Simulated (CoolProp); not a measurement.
Saturation properties of methanol (Tc = 240.2 °C, pc = 8.216 MPa, ω = 0.565).

The numbers come from the reference Helmholtz-energy equation of state, de Reuck 1993 in CoolProp.

| T (°C) | p (MPa) | enthalpy of vaporisation (kJ/kg) | vapour Z | liquid viscosity (µPa s) | liquid conductivity (mW/(m K)) |
|---|---|---|---|---|---|
| 55.65 | 0.07083 | 1118 | 0.9552 | 362 | 194 |
| 66.35 | 0.1090 | 1097 | 0.9456 | 319 | 192 |
| 77.15 | 0.1635 | 1075 | 0.9343 | 283 | 190 |
| 87.85 | [?] | 1052 | 0.9212 | 252 | 188 |
| 98.55 | 0.3379 | [?] | 0.9060 | [?] | [?] |
| 109.35 | 0.4710 | 997.2 | 0.8883 | 203 | 184 |
| 120.05 | 0.6417 | 966.0 | 0.8680 | 183 | 182 |
| 130.75 | 0.8587 | 931.6 | 0.8446 | 165 | 180 |
| 141.45 | 1.131 | 893.5 | 0.8177 | [?] | 178 |
| 152.25 | 1.470 | 850.9 | 0.7868 | 135 | 176 |

**Question.** Some entries are withheld; supply them.

**Answer.** 
- 87.85, p (MPa): 0.2379
- 98.55, enthalpy of vaporisation (kJ/kg): 1026
- 98.55, liquid viscosity (µPa s): 226
- 98.55, liquid conductivity (mW/(m K)): 186
- 141.45, liquid viscosity (µPa s): 149

It boils at 64.5 °C under 1 atm.

Viscosity comes from a separate model (Xiang 2006). Thermal conductivity comes from a separate model (Sykioti 2013).
